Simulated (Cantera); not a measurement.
Input (Python, Cantera) and output of one run.

```python
import numpy as np
import cantera as ct

gas_names = """
    CL CL2 Cs CsCL Cs2 Cs2CL2 H HCL H2
""".split()
cond_names = """
    Cs(cr) Cs(L) CsCL(a) CsCL(b) CsCL(L)
""".split()


# ... load() reads the species with a 1 bar reference pressure and builds the phases ...
atoms = {
    'CsCl': {'Cs': 1, 'CL': 1},
    'HCl': {'H': 1, 'CL': 1},
    'H2': {'H': 2},
}
top_T = {}  # K; cautious upper limits of use, not melting points


# ... equilibrate(T, P, feed) seeds the gas with the atoms and calls Mixture.equilibrate('TP', solver="vcs", rtol=1e-11, max_steps=5000) ...
results = []
feed = {'CsCl': 1, 'HCl': 0.89, 'H2': 110}  # mol
T = 1250  # K
P = 100000  # Pa
mix = equilibrate(T, P, feed)
results.append((T, P, feed, dict(zip(mix.species_names, mix.species_moles))))
x = sorted(zip(gas.X, gas.species_names), reverse=True)
print(f"T = {T:g} K  P = {P:g} Pa  gas = {mix.phase_moles(0):.4g} mol")
print("   x: " + "  ".join(f"{s} {v:.3e}" for v, s in x if v > 1e-05))
print("   condensed (mol): " + ("  ".join(f"{mix.phase(i).name} {mix.phase_moles(i):.4g}"
      for i in range(1, mix.n_phases) if mix.phase_moles(i) > 1e-12) or "none"))
```

Result:

```
T = 1250 K  P = 100000 Pa  gas = 111.8 mol
   x: H2 9.837e-01  HCL 7.959e-03  CsCL 7.662e-03  Cs2CL2 6.407e-04
   condensed (mol): none
```

These are equilibrium values from Cantera (NASA tables, ideal gas, pure condensed phases), not measurements of a reactor.
